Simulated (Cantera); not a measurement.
An isothermal, constant-pressure homogeneous reactor starts with NO : N₂ = 1 : 1.1 (molar parts), at 1850 K and 97.5 Torr. Integrator tolerance rtol = 1e-08.

Model: GRI-Mech 3.0 (53 species, 325 reactions), integrated in Cantera.

```csv
quantity,before,after
x(NO) at 3.00 s,0.404 (gas-phase equilibrium 0.00512),0.295 (gas-phase equilibrium 0.00447)
x(O) at 3.00 s,0.000114 (gas-phase equilibrium 0.000261),8.43e-5 (gas-phase equilibrium 0.000218)
x(N₂) at 3.00 s,0.560 (gas-phase equilibrium 0.759),0.686 (gas-phase equilibrium 0.831)
x(N₂O) at 3.00 s,6.26e-5 (gas-phase equilibrium 1.03e-7),3.44e-5 (gas-phase equilibrium 9.45e-8)
x(NO₂) at 3.00 s,0.000140 (gas-phase equilibrium 4.42e-6),7.57e-5 (gas-phase equilibrium 3.23e-6)
x(O₂) at 3.00 s,0.0360 (gas-phase equilibrium 0.235),0.0188 (gas-phase equilibrium 0.164)
```

Which change was made?
A) N2 1.1 to 2 parts
B) N2 1.1 to 4.4 parts
C) temperature 1850 to 1950 K
D) NO 1 to 5.1 parts

A, N2 1.1 to 2 parts
